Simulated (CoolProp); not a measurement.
Methane at 293.15 K and 0.473 MPa flows at 0.38 m/s in a round tube of 100 mm bore and 1.5 µm roughness, fully developed (64/Re and Nu = 3.66 if laminar; Colebrook and Gnielinski if turbulent). Each further row changes one setting.

Computed with CoolProp (reference Helmholtz-energy equation of state, Setzmann 1991).

| case | Reynolds number | Darcy friction factor | pressure drop (Pa/m) | heat-transfer coefficient (W/(m² K)) | mass flow (kg/h) |
|---|---|---|---|---|---|
| as stated | 10800 | 0.0303 | 0.0687 | 10.7 | 33.7 |
| velocity 0.76 m/s | 21500 | 0.0255 | 0.231 | 18.7 | 67.5 |
| diameter 200 mm | 21500 | 0.0254 | 0.0288 | 9.34 | 135 |

Viscosity comes from a separate model (Quiñones-Cisneros 2006). Thermal conductivity comes from a separate model (Friend 1989).
